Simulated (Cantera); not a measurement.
A freely propagating, adiabatic, planar premixed flame of H2 : O2 : N2 = 1 : 0.263 : 0.989 (molar parts), equivalence ratio 1.9, unburnt at 325 K and 0.326 atm; mixture-averaged transport, grid criteria slope 0.08 and curve 0.16, no radiation.

Computed with Cantera and the H2/O2 subset of GRI-Mech 3.0, which has no nitrogen chemistry. Burning velocities carry a grid error of a few per cent, more on coarse grids.

Q: Predict: laminar burning velocity; thermal thickness; peak x(H2O2); peak x(OH); peak x(O); peak x(H).

A: 
| Quantity | Value |
|---|---|
| laminar burning velocity | 312 cm/s |
| thermal thickness | 1.49 mm |
| peak x(H2O2) | 6.42e-5 |
| peak x(OH) | 0.00395 |
| peak x(O) | 0.00399 |
| peak x(H) | 0.0945 |
